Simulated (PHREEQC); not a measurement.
Consider water at 90 °C with 6.2 mmol/kgw CaSO4, 37 mmol/kgw Na2SO4 and 190 mmol/kgw NaCl. Closed to the air; pH follows from the charge balance.

Computed with PHREEQC (Pitzer model, pitzer.dat).

This is a speciation only: nothing precipitates in the calculation.

### Question
Predict the activity of water, specific conductance, osmotic coefficient.

### Answer
activity of water 0.992; specific conductance 68000 µS/cm; osmotic coefficient 0.868.

Complexes and solids missing from the database can't appear. Constants without temperature data keep their 25 °C values here.
